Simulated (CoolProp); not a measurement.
Cyclopropane along the isobar 6.61 MPa: fugacity coefficient from the reference equation and from simpler models built on Tc = 398.7 K, pc = 5.605 MPa, ω = 0.131; each cubic takes its own stable root.

Values from CoolProp's reference Helmholtz-energy equation of state, Polt 1992. This equation is an older, rougher fit; its heat capacities, sound speeds and derivatives of the liquid may be far off and weren't checked against measurements.

```csv
T (K),phase,reference,van der Waals,Peng-Robinson
342.5,liquid,0.2789,0.4032,0.2773
352,liquid,0.3246,0.4399,0.3223
361.4,liquid,0.3729,0.4766,0.3695
370.8,liquid,0.4235,0.5134,0.4186
380.2,liquid,(withheld),0.5500,(withheld)
389.6,liquid,0.5290,(withheld),0.5194
399,supercritical,0.5815,0.6209,0.5681
408.4,supercritical,0.6296,0.6535,0.6117
417.8,supercritical,0.6639,0.6815,0.6438
427.3,supercritical,0.6902,0.7033,0.6698
436.7,supercritical,0.7121,(withheld),(withheld)
446.1,supercritical,0.7311,0.7378,0.7123
455.5,supercritical,0.7480,0.7524,(withheld)
464.9,supercritical,0.7630,0.7658,0.7474
```

Problem. What belongs in the gaps?

Solution. 
- 380.2, reference: 0.4759
- 380.2, Peng-Robinson: 0.4690
- 389.6, van der Waals: 0.5861
- 436.7, van der Waals: 0.7216
- 436.7, Peng-Robinson: 0.6922
- 455.5, Peng-Robinson: 0.7306
